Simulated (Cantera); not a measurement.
Feed: 1 mol HgO, 5.9 mol H2, held at 1125 K and 0.00133 bar.

Equilibrium computed with Cantera from the NASA thermochemical tables; the gas is ideal and each condensed phase is pure. Candidate condensed phases: H2O, Hg, HgO; 10 gas species. Kinetics and transport are ignored.

Base state: H2 0.710, H2O 0.145, Hg 0.145 (mole fractions); condensed: gas only.

What changes in the equilibrium state with this change: HgO replaced by PbO?


| species | before | after |
|---|---|---|
| H2 | 0.710 | 0.713 |
| H2O | 0.145 | 0.145 |
| Pb | 0 | 0.142 |
| Hg | 0.145 | 0 |
| Pb(l), mol | 0 | 0.0240 |
Further candidate phases: Pb, PbO, PbO2, Pb3O4.

What changes in the equilibrium state with this change: H2 from 5.9 to 0.32 mol?


| species | before | after |
|---|---|---|
| Hg | 0.145 | 0.602 |
| O2 | <1e-9 | 0.205 |
| H2O | 0.145 | 0.193 |
| H2 | 0.710 | 2.81e-8 |
